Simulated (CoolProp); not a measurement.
Saturated liquid density (kg/m³) of carbon monoxide: the reference equation beside estimates from Tc = 132.9 K, pc = 3498 kPa, ω = 0.050. Rackett uses Z = 0.29056 − 0.08775 ω.

The numbers come from the reference Helmholtz-energy equation of state, Lemmon 2006 in CoolProp. It is a short technical equation, of lower accuracy than the large ones.

```
T (K)  reference  Rackett  Redlich-Kwong
-----  ---------  -------  -------------
88.7       761.4    772.5          758.5
91.9       746.3    757.6          740.5
95.2       730.1      [?]          720.8
98.5       713.3    725.2          700.1
101.8      695.7    707.9            [?]
105.1      677.1    689.6          654.8
108.4      657.5    670.3          629.8
111.7      636.4    649.7          603.0
115        613.6      [?]          574.0
118.2      589.4    603.5          543.1
121.5      561.4    575.9          507.7
124.8      528.7    543.5          467.0
128.1      487.7    502.5          417.7
```

**Question.** Some entries are withheld; supply them.

**Answer.** 
- 95.2, Rackett: 741.7
- 101.8, Redlich-Kwong: 678.1
- 115, Rackett: 627.3

Absolute difference from the reference over all 13 rows, mean and median: Rackett 2.1 and 1.9 %, Redlich-Kwong 5.3 and 4.2 %.
